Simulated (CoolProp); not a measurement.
Model: reference Helmholtz-energy equation of state, Thol 2017, in CoolProp.

Question: For octamethyltrisiloxane (MDM), give the phase and the density (kg/m³), cp (kJ/(kg K)), Joule-Thomson coefficient (K/MPa) at 177.55 °C and 0.101 MPa; 237.55 °C and 0.101 MPa; 249.55 °C and 0.101 MPa.

Answer: 
- 177.55 °C and 0.101 MPa: gas; density 6.77, cp 1.83, Joule-Thomson coefficient 20.3
- 237.55 °C and 0.101 MPa: gas; density 5.83, cp 1.97, Joule-Thomson coefficient 12.7
- 249.55 °C and 0.101 MPa: gas; density 5.68, cp 1.99, Joule-Thomson coefficient 11.7
